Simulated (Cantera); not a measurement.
A closed system holds: 1 mol CuO, 0.83 mol C, 1.2 mol CO, equilibrated at 1550 °C and 1 atm.

These are equilibrium values from Cantera (NASA tables, ideal gas, pure condensed phases), not measurements of a reactor. Candidate condensed phases: C, Cu, CuO, Cu2O; 15 gas species. Equilibrium is a limit: real reactors are often held back by kinetics, nucleation or transport.

Base state: CO 0.916, CO2 0.0837, Cu 0.000695 (mole fractions); condensed: Cu(l).

Task: What changes in the equilibrium state with this change: pressure from 1 atm to 0.140 bar?

Result: 
| species | before | after |
|---|---|---|
| CO | 0.916 | 0.912 |
| CO2 | 0.0837 | 0.0833 |
| Cu | 0.000695 | 0.00503 |
| Cu2 | 1.47e-6 | 1.06e-5 |
| Cu(l), mol | 0.999 | 0.990 |
